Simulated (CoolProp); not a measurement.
Properties of sulfur dioxide along the isotherm 347.8 K.

Computed with CoolProp (reference Helmholtz-energy equation of state, Gao 2016).

```csv
p (bar),phase,cv (kJ/(kg K)),Joule-Thomson coefficient (K/MPa),fugacity coefficient
1.11,gas,0.5277,23.11,0.9897
2.52,gas,0.5370,23.09,0.9766
5.73,gas,0.5596,23.09,0.9468
13,gas,0.6204,23.24,0.8793
29.7,liquid,0.8040,0.01351,0.4672
67.6,liquid,0.7980,-0.03274,0.2198
154,liquid,0.7894,-0.1064,0.1125
350,liquid,0.7818,-0.1998,0.06933
```
